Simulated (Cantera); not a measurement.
What does this Cantera script print?

```python
import numpy as np
import cantera as ct

surf = ct.Interface("ptcombust.yaml", "Pt_surf")
gas = surf.adjacent["gas"]
gas.TPX = 973, 500000, {'CO': 0.0055, 'O2': 0.014, 'N2': 0.79, 'H2O': 0.052}
surf.TP = 973, 500000
reactor = ct.FlowReactor(gas, clone=False)
reactor.area = 0.0001  # m2
reactor.surface_area_to_volume_ratio = 310  # 1/m
reactor.mass_flow_rate = 0.7 * reactor.area * gas.density  # inlet velocity 0.7 m/s
reactor.energy_enabled = False
wall = ct.ReactorSurface(surf, reactor, clone=False)
net = ct.ReactorNet([reactor])
net.rtol, net.atol = 1e-8, 1e-16
show, cover = ['CO', 'O2', 'H2O', 'CO2'], ['PT(S)', 'H(S)', 'O(S)', 'OH(S)', 'CO(S)', 'C(S)']

rows = []
print(f"{'z/m':>9s}{'u/(m/s)':>9s}" + "".join(f"{s:>13s}" for s in show + cover))
for z in [0.00015, 0.00026, 0.00043, 0.00071, 0.0012, 0.002, 0.0033, 0.0055, 0.0092, 0.015]:
    net.advance(z)
    rows.append([reactor.speed, *gas[show].X, *surf[cover].coverages])
    print(f"{z:9.4g}{rows[-1][0]:9.3g}" + "".join(f"{x:13.4e}" for x in rows[-1][1:]))
```

It prints:

```
      z/m  u/(m/s)           CO           O2          H2O          CO2        PT(S)         H(S)         O(S)        OH(S)        CO(S)         C(S)
  0.00015    0.698   8.5811e-04   1.3524e-02   6.0527e-02   5.5438e-03   6.9845e-01   1.5926e-05   2.4249e-01   1.1235e-02   4.7524e-02   1.1528e-11
  0.00026    0.698   2.8496e-04   1.3241e-02   6.0544e-02   6.1188e-03   2.1014e-01   1.4674e-06   7.7819e-01   1.1041e-02   5.3604e-04   1.2191e-14
  0.00043    0.698   1.0409e-04   1.3152e-02   6.0550e-02   6.3002e-03   1.9266e-01   1.2734e-06   7.9640e-01   1.0695e-02   1.6116e-04   3.2834e-15
  0.00071    0.698   2.3405e-05   1.3112e-02   6.0552e-02   6.3812e-03   1.8665e-01   1.2095e-06   8.0267e-01   1.0569e-02   3.3770e-05   6.6134e-16
   0.0012    0.698   1.8750e-06   1.3101e-02   6.0553e-02   6.4028e-03   1.8518e-01   1.1941e-06   8.0421e-01   1.0537e-02   2.6581e-06   5.1548e-17
    0.002    0.698   3.1150e-08   1.3100e-02   6.0553e-02   6.4046e-03   1.8506e-01   1.1928e-06   8.0433e-01   1.0534e-02   4.4096e-08   8.5442e-19
   0.0033    0.698   4.0068e-11   1.3100e-02   6.0553e-02   6.4047e-03   1.8505e-01   1.1928e-06   8.0434e-01   1.0534e-02   5.6719e-11   1.0990e-21
   0.0055    0.698   1.2985e-14   1.3100e-02   6.0553e-02   6.4047e-03   1.8505e-01   1.1928e-06   8.0434e-01   1.0534e-02   1.8381e-14   3.5616e-25
   0.0092    0.698   9.3336e-15   1.3100e-02   6.0553e-02   6.4047e-03   1.8505e-01   1.1928e-06   8.0434e-01   1.0534e-02   1.3212e-14   2.5600e-25
    0.015    0.698   6.0000e-15   1.3100e-02   6.0553e-02   6.4047e-03   1.8505e-01   1.1928e-06   8.0434e-01   1.0534e-02   8.4933e-15   1.6457e-25
```

Detailed kinetics in Cantera: Deutschmann's 1995 Pt surface mechanism with GRI-Mech 3.0 gas chemistry. Catalytic surfaces can have several steady states; this one follows from the mechanism file's or the stated starting coverage. Mass transfer to the wall is taken as infinitely fast.
